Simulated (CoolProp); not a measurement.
Saturation properties of R1224YDZ (Tc = 428.7 K, pc = 33.34 bar, ω = 0.325).

Values from CoolProp's reference Helmholtz-energy equation of state, Akasaka 2023.

```csv
T (K),p (bar),liquid density (kg/m³),vapour density (kg/m³),enthalpy of vaporisation (kJ/kg),liquid cp (kJ/(kg K))
242.6,0.1171,1503,0.8736,190.2,1.057
246.3,0.1449,1494,1.066,188.6,1.061
250,0.1778,1485,1.292,186.9,1.067
253.6,0.2155,1476,1.547,185.3,1.072
257.3,0.2608,1467,1.849,183.6,1.077
260.9,0.3120,1458,2.187,182.0,1.082
264.6,0.3729,1448,2.585,180.3,1.088
268.2,0.4409,1439,3.024,178.7,1.094
271.9,0.5208,1430,3.535,177.0,1.100
275.5,0.6093,1420,4.096,175.3,1.106
279.2,0.7124,1411,4.743,173.6,1.113
282.8,0.8254,1401,5.448,171.9,1.119
286.5,0.9558,1391,6.255,170.2,1.126
```

It boils at 288.0 K under 1 atm.
